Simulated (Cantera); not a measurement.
## Gas-phase reforming

An isothermal, constant-pressure homogeneous reactor starts with CH4 : H2O : H2 = 1 : 0.91 : 0.42 (molar parts), at 1475 K and 13300 Pa.

Model: GRI-Mech 3.0 (53 species, 325 reactions), integrated in Cantera.

```tsv
t (s)	x CH4	x H2O	x H2	x C2H6	x HCO	x CH2O
5.00e-5	0.429	0.391	0.180	3.66e-10	<1e-12	<1e-12
0.000172	0.429	0.391	0.180	1.52e-8	<1e-12	2.90e-11
0.000595	0.429	0.391	0.180	5.87e-7	<1e-12	1.12e-9
0.00205	0.429	0.391	0.180	1.60e-5	2.06e-12	3.31e-8
0.00707	0.428	0.390	0.181	0.000134	3.75e-11	3.52e-7
0.0244	0.426	0.390	0.182	0.000344	1.65e-10	1.12e-6
0.0841	0.416	0.388	0.191	0.000369	1.96e-10	1.24e-6
0.290	0.383	0.379	0.222	0.000300	1.77e-10	1.04e-6
1.00	0.300	0.355	0.299	0.000175	1.39e-10	6.79e-7
```
x: mole fraction; the columns are a selection and need not sum to one.

Equilibrium at this temperature and pressure: CH4 0.00803, H2O 1.27e-6, H2 0.769, C2H6 2.58e-7, HCO 1.61e-9, CH2O 9.82e-9 (gas phase only).
